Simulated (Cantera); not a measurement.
What does this Cantera script print?

```python
import numpy as np
import cantera as ct

gas_names = """
    H HNO HNO2 HNO3 HO2 H2 H2O H2O2 N NH NH2 NH3 NH2OH NO NO2 NO3 N2 N2H2 N2H4 N2O O OH O2 O3 Si SiH
    SiH2 SiH3 SiH4 SiN SiO SiO2 Si2 Si2N Si3
""".split()
cond_names = """
    H2O(s) H2O(L) Si(cr) Si(L) SiO2(Lqz) SiO2(hqz) SiO2(L) Si2N2O(s) Si3N4(a)
""".split()


# ... load() reads the species with a 1 bar reference pressure and builds the phases ...
atoms = {
    'Si2H6': {'Si': 2, 'H': 6},
    'NO': {'N': 1, 'O': 1},
    'N2': {'N': 2},
}
top_T = {'Si2N2O(s)': 2100, 'Si3N4(a)': 2400}  # K; cautious upper limits of use, not melting points


# ... equilibrate(T, P, feed) seeds the gas with the atoms and calls Mixture.equilibrate('TP', solver="vcs", rtol=1e-11, max_steps=5000) ...
results = []
T = 1548  # K
P = 36  # Pa
for m in [0.22, 0.42, 0.77, 1.4, 2.7, 4.9, 9.2]:
    feed = {'Si2H6': 1, 'NO': m, 'N2': 8}  # mol
    mix = equilibrate(T, P, feed)
    results.append((T, P, feed, dict(zip(mix.species_names, mix.species_moles))))
    x = sorted(zip(gas.X, gas.species_names), reverse=True)
    print(f"T = {T:g} K  P = {P:g} Pa  n(NO) = {m:g} mol  gas = {mix.phase_moles(0):.4g} mol")
    print("   x: " + "  ".join(f"{s} {v:.3e}" for v, s in x if v > 1e-06))
    print("   condensed (mol): " + ("  ".join(f"{mix.phase(i).name} {mix.phase_moles(i):.4g}"
          for i in range(1, mix.n_phases) if mix.phase_moles(i) > 1e-12) or "none"))
```

Result:

```
T = 1548 K  P = 36 Pa  n(NO) = 0.22 mol  gas = 9.932 mol
   x: N2 6.916e-01  H2 3.016e-01  SiO 5.806e-03  H 8.913e-04  Si 5.374e-05  SiH 1.483e-06
   condensed (mol): Si2N2O(s) 0.1623  Si3N4(a) 0.539
T = 1548 K  P = 36 Pa  n(NO) = 0.42 mol  gas = 10.1 mol
   x: N2 6.967e-01  H2 2.966e-01  SiO 5.792e-03  H 8.838e-04  Si 5.348e-05  SiH 1.464e-06
   condensed (mol): Si2N2O(s) 0.3615  Si3N4(a) 0.406
T = 1548 K  P = 36 Pa  n(NO) = 0.77 mol  gas = 10.39 mol
   x: N2 7.051e-01  H2 2.882e-01  SiO 5.768e-03  H 8.712e-04  Si 5.306e-05  SiH 1.431e-06
   condensed (mol): Si2N2O(s) 0.71  Si3N4(a) 0.1731
T = 1548 K  P = 36 Pa  n(NO) = 1.4 mol  gas = 11.91 mol
   x: N2 6.804e-01  H2 2.516e-01  SiO 6.720e-02  H 8.140e-04  Si 4.720e-06
   condensed (mol): Si2N2O(s) 0.5999
T = 1548 K  P = 36 Pa  n(NO) = 2.7 mol  gas = 13.66 mol
   x: N2 6.847e-01  H2 2.193e-01  SiO 9.524e-02  H 7.599e-04  H2O 4.203e-05
   condensed (mol): SiO2(hqz) 0.6994
T = 1548 K  P = 36 Pa  n(NO) = 4.9 mol  gas = 13.45 mol
   x: N2 7.767e-01  H2 1.557e-01  H2O 6.692e-02  H 6.404e-04  SiO 4.248e-05  OH 9.194e-06
   condensed (mol): SiO2(hqz) 1.999
T = 1548 K  P = 36 Pa  n(NO) = 9.2 mol  gas = 16.71 mol
   x: N2 7.538e-01  H2O 1.790e-01  O2 6.523e-02  OH 8.505e-04  NO 8.374e-04  H2 1.302e-04  O 1.027e-04  H 1.852e-05
   condensed (mol): SiO2(hqz) 2
```

These are equilibrium values from Cantera (NASA tables, ideal gas, pure condensed phases), not measurements of a reactor. The feed counts by its element totals alone. Mutual solubility and eutectic melting of coexisting phases are not modelled. The tables hold silica as quartz up to 1696 K and as liquid above; real silica turns to tridymite and cristobalite and melts near 1996 K.
